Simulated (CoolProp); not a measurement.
Properties of sulfur dioxide at several states.

Computed with CoolProp (reference Helmholtz-energy equation of state, Gao 2016).

```json
[
 {"T (°C)": "-6.55", "p (MPa)": "0.314", "phase": "liquid", "Z": "0.006246", "speed of sound (m/s)": "1013"},
 {"T (°C)": "240.95", "p (MPa)": "33.3", "phase": "supercritical", "Z": "0.6188", "speed of sound (m/s)": "428.2"},
 {"T (°C)": "241.05", "p (MPa)": "0.0402", "phase": "gas", "Z": "0.9991", "speed of sound (m/s)": "284.6"},
 {"T (°C)": "226.75", "p (MPa)": "35", "phase": "supercritical", "Z": "0.6188", "speed of sound (m/s)": "468.7"}
]
```
